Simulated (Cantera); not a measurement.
Feed: 1 mol Cu, 0.52 mol F2, 17 mol H2, held at 1330 Pa.

Equilibrium computed with Cantera from the NASA thermochemical tables; the gas is ideal and each condensed phase is pure. Candidate condensed phases: Cu, CuF2; 15 gas species. Rates play no part.

Which condensed phases are stable at each of these points (T (°C)): 900, 925, 950, 975, 1000, 1025, 1050, 1075, 1100, 1125, 1150, 1175, 1200, 1225?


```tsv
T (°C)	condensed phases	Cu condensed (%)
900	Cu(s)	100.0
925	Cu(s)	100.0
950	Cu(s)	100.0
975	Cu(s)	100.0
1000	Cu(s)	100.0
1025	Cu(s)	100.0
1050	Cu(s)	100.0
1075	Cu(s)	99.9
1100	Cu(l)	99.9
1125	Cu(l)	99.8
1150	Cu(l)	99.7
1175	Cu(l)	99.6
1200	Cu(l)	99.3
1225	Cu(l)	98.9
```

From 900 °C to 1075 °C the condensed part is Cu(s). From 1100 °C to 1225 °C the condensed part is Cu(l).
